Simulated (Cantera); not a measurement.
Charge: 1 mol Fe(CO)5, 0.23 mol CO, 0.35 mol N2, equilibrated at 1330 Pa.

Cantera equilibrium calculation (NASA polynomials, part measured and part estimated; ideal gas, pure solids and liquids). Candidate condensed phases: C, Fe, Fe(CO)5, FeO, Fe2O3, Fe3O4; 27 gas species. Condensed phases not in the tables: cementite and carbon dissolved in iron. Rates play no part. All values below are at 650 °C.

Base state: CO 0.901, N2 0.0649, CO2 0.0341 (mole fractions); condensed: C(graphite) + Fe(α).

**Question.** What changes in the equilibrium state with this change: N2 from 0.35 to 9.1 mol?

**Answer.** 
| species | before | after |
|---|---|---|
| N2 | 0.0649 | 0.638 |
| CO | 0.901 | 0.356 |
| CO2 | 0.0341 | 0.00534 |
| C(graphite), mol | 0.184 | 0.0761 |
| Fe(α), mol | 1.00 | 1.00 |
